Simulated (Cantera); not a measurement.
**Catalytic stagnation flow on Pt**

A jet of H2 : O2 : N2 = 0.012 : 0.11 : 0.79 (molar parts) at 300 K and 5100 Pa hits a platinum plate 2.1 cm away at a mass flux of 0.19 kg/m²/s; the plate temperature is set and raised in steps from an oxygen-covered start.

Cantera simulation using Deutschmann's 1995 Pt surface mechanism with GRI-Mech 3.0 gas chemistry; the numbers are that mechanism's predictions, not measurements. Catalytic surfaces can have several steady states; this one follows from the mechanism file's or the stated starting coverage.

```json
[
 {"plate T (K)": "500", "wall x H2": "0.00418", "wall x O2": "0.111", "wall x H2O": "0.0179", "wall x OH": "<1e-8", "θ free Pt": "0.0553", "θ O*": "0.936", "θ OH*": "0.00914"},
 {"plate T (K)": "550", "wall x H2": "0.00417", "wall x O2": "0.111", "wall x H2O": "0.0177", "wall x OH": "<1e-8", "θ free Pt": "0.0585", "θ O*": "0.936", "θ OH*": "0.00522"},
 {"plate T (K)": "600", "wall x H2": "0.00416", "wall x O2": "0.111", "wall x H2O": "0.0176", "wall x OH": "<1e-8", "θ free Pt": "0.0616", "θ O*": "0.935", "θ OH*": "0.00325"},
 {"plate T (K)": "650", "wall x H2": "0.00413", "wall x O2": "0.111", "wall x H2O": "0.0175", "wall x OH": "<1e-8", "θ free Pt": "0.0649", "θ O*": "0.933", "θ OH*": "0.00218"},
 {"plate T (K)": "700", "wall x H2": "0.00399", "wall x O2": "0.111", "wall x H2O": "0.0177", "wall x OH": "<1e-8", "θ free Pt": "0.0712", "θ O*": "0.927", "θ OH*": "0.00158"},
 {"plate T (K)": "750", "wall x H2": "0.00351", "wall x O2": "0.110", "wall x H2O": "0.0185", "wall x OH": "<1e-8", "θ free Pt": "0.0882", "θ O*": "0.910", "θ OH*": "0.00128"},
 {"plate T (K)": "800", "wall x H2": "0.00281", "wall x O2": "0.110", "wall x H2O": "0.0197", "wall x OH": "<1e-8", "θ free Pt": "0.123", "θ O*": "0.876", "θ OH*": "0.00115"}
]
```
x: mole fraction at the wall; θ: surface coverage.
